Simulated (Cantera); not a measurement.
Input (Python, Cantera) and output of one run.

```python
import numpy as np
import cantera as ct

gas_names = """
    H HNO HNO2 HNO3 HO2 H2 H2O H2O2 N NH NH2 NH3 NH2OH NO NO2 NO3 N2 N2H2 N2H4 N2O O OH O2 O3 Si SiH
    SiH2 SiH3 SiH4 SiN SiO SiO2 Si2 Si2N Si3
""".split()
cond_names = """
    H2O(s) H2O(L) Si(cr) Si(L) SiO2(Lqz) SiO2(hqz) SiO2(L) Si2N2O(s) Si3N4(a)
""".split()


# ... load() reads the species with a 1 bar reference pressure and builds the phases ...
atoms = {
    'Si2H6': {'Si': 2, 'H': 6},
    'H2O': {'H': 2, 'O': 1},
    'H2': {'H': 2},
    'N2O': {'N': 2, 'O': 1},
}
top_T = {'Si2N2O(s)': 2100, 'Si3N4(a)': 2400}  # K; cautious upper limits of use, not melting points


# ... equilibrate(T, P, feed) seeds the gas with the atoms and calls Mixture.equilibrate('TP', solver="vcs", rtol=1e-11, max_steps=5000) ...
results = []
feed = {'Si2H6': 1, 'H2O': 3.4, 'H2': 8.4, 'N2O': 0.51}  # mol
P = 150  # Pa
for T in [848, 948, 1048, 1148, 1248, 1348, 1448, 1548]:
    mix = equilibrate(T, P, feed)
    results.append((T, P, feed, dict(zip(mix.species_names, mix.species_moles))))
    x = sorted(zip(gas.X, gas.species_names), reverse=True)
    print(f"T = {T:g} K  P = {P:g} Pa  gas = {mix.phase_moles(0):.4g} mol")
    print("   x: " + "  ".join(f"{s} {v:.3e}" for v, s in x if v > 0.001))
    print("   condensed (mol): " + ("  ".join(f"{mix.phase(i).name} {mix.phase_moles(i):.4g}"
          for i in range(1, mix.n_phases) if mix.phase_moles(i) > 1e-12) or "none"))
```

Result:

```
T = 848 K  P = 150 Pa  gas = 15.28 mol
   x: H2 9.686e-01  N2 3.141e-02
   condensed (mol): SiO2(hqz) 1.94  Si2N2O(s) 0.03001
T = 948 K  P = 150 Pa  gas = 15.28 mol
   x: H2 9.686e-01  N2 3.141e-02
   condensed (mol): SiO2(hqz) 1.94  Si2N2O(s) 0.03002
T = 1048 K  P = 150 Pa  gas = 15.28 mol
   x: H2 9.686e-01  N2 3.141e-02
   condensed (mol): SiO2(hqz) 1.94  Si2N2O(s) 0.03003
T = 1148 K  P = 150 Pa  gas = 15.28 mol
   x: H2 9.686e-01  N2 3.141e-02
   condensed (mol): SiO2(hqz) 1.94  Si2N2O(s) 0.03005
T = 1248 K  P = 150 Pa  gas = 15.28 mol
   x: H2 9.685e-01  N2 3.141e-02
   condensed (mol): SiO2(hqz) 1.94  Si2N2O(s) 0.03001
T = 1348 K  P = 150 Pa  gas = 15.29 mol
   x: H2 9.680e-01  N2 3.153e-02
   condensed (mol): SiO2(hqz) 1.938  Si2N2O(s) 0.02788
T = 1448 K  P = 150 Pa  gas = 15.4 mol
   x: H2 9.607e-01  N2 3.311e-02  SiO 5.882e-03
   condensed (mol): SiO2(hqz) 1.909
T = 1548 K  P = 150 Pa  gas = 15.42 mol
   x: H2 9.590e-01  N2 3.308e-02  SiO 6.486e-03
   condensed (mol): SiO2(hqz) 1.9
```

Cantera equilibrium calculation (NASA polynomials, part measured and part estimated; ideal gas, pure solids and liquids). The feed counts by its element totals alone. Mutual solubility and eutectic melting of coexisting phases are not modelled. The tables hold silica as quartz up to 1696 K and as liquid above; real silica turns to tridymite and cristobalite and melts near 1996 K.
